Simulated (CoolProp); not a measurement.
The numbers come from the reference Helmholtz-energy equation of state, Lemmon 2006 in CoolProp. It is a short technical equation, of lower accuracy than the large ones.

**Question.** For R141b, give the phase and the Z, speed of sound (m/s), Prandtl number, fugacity coefficient at 102.85 °C and 3.43 MPa.

**Answer.** 
- 102.85 °C and 3.43 MPa: liquid; Z 0.119, speed of sound 568, Prandtl number 3.44, fugacity coefficient 0.202

Viscosity comes from a separate model (Huber 2003), an estimate that may be off by 10 % or more. Thermal conductivity comes from a separate model (Huber 2003), an estimate that may be off by 10 % or more.
